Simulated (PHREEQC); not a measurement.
## Copper plating or etch bath (model solution)

Dissolve 0.0038 mol/kgw CuCl2, 0.035 mol/kgw HCl and 0.000225 mol/kgw FeCl3 at 67 °C. Closed to the air; pH follows from the charge balance.

Model: ion-association model, phreeqc.dat, run in PHREEQC.

Precipitation was switched off in this run.

### Question
What pH, specific conductance does the model give?

### Answer
pH 1.53; specific conductance 28800 µS/cm.

### Question
In which forms is Cu present?

### Answer
Cu+2 75 %, CuCl+ 24 %, CuCl2 0.5 % of the Cu.

Examples of supersaturated solids here: Hematite (slow to form), Goethite (slow to form). Others may be too. At this temperature some constants are extrapolated from 25 °C, and those without enthalpy data are left unchanged.
